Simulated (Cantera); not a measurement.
Charge: 1 mol CuO, 2.5 mol CH4, 3.3 mol H2, at 41.0 mbar.

Method: chemical equilibrium by Gibbs-energy minimisation in Cantera with the NASA 1993 tables (ideal gas, pure condensed phases). Candidate condensed phases: C, C6H6, C7H8, C8H18, Cu, CuO, Cu(OH)2, Cu2O, H2O; 113 gas species. The numbers say what is thermodynamically allowed, not how fast it happens.

Problem. Which condensed phases are stable at each of these points (T (°C)): 627, 727, 827, 927, 1027, 1127, 1227, 1327, 1427, 1527, 1627, 1727, 1827, 1927?

Solution. 
```json
[
 {"T (°C)": "627", "condensed phases": "C(graphite) + Cu(s)", "Cu condensed (%)": "100.0"},
 {"T (°C)": "727", "condensed phases": "C(graphite) + Cu(s)", "Cu condensed (%)": "100.0"},
 {"T (°C)": "827", "condensed phases": "C(graphite) + Cu(s)", "Cu condensed (%)": "100.0"},
 {"T (°C)": "927", "condensed phases": "C(graphite) + Cu(s)", "Cu condensed (%)": "100.0"},
 {"T (°C)": "1027", "condensed phases": "C(graphite) + Cu(s)", "Cu condensed (%)": "100.0"},
 {"T (°C)": "1127", "condensed phases": "C(graphite) + Cu(l)", "Cu condensed (%)": "100.0"},
 {"T (°C)": "1227", "condensed phases": "C(graphite) + Cu(l)", "Cu condensed (%)": "99.8"},
 {"T (°C)": "1327", "condensed phases": "C(graphite) + Cu(l)", "Cu condensed (%)": "99.1"},
 {"T (°C)": "1427", "condensed phases": "C(graphite) + Cu(l)", "Cu condensed (%)": "96.4"},
 {"T (°C)": "1527", "condensed phases": "C(graphite) + Cu(l)", "Cu condensed (%)": "87.5"},
 {"T (°C)": "1627", "condensed phases": "C(graphite) + Cu(l)", "Cu condensed (%)": "61.6"},
 {"T (°C)": "1727", "condensed phases": "C(graphite)", "Cu condensed (%)": "0.0"},
 {"T (°C)": "1827", "condensed phases": "C(graphite)", "Cu condensed (%)": "0.0"},
 {"T (°C)": "1927", "condensed phases": "C(graphite)", "Cu condensed (%)": "0.0"}
]
```

From 627 °C to 1027 °C the condensed part is C(graphite) + Cu(s). From 1127 °C to 1627 °C the condensed part is C(graphite) + Cu(l). From 1727 °C to 1927 °C the condensed part is C(graphite).
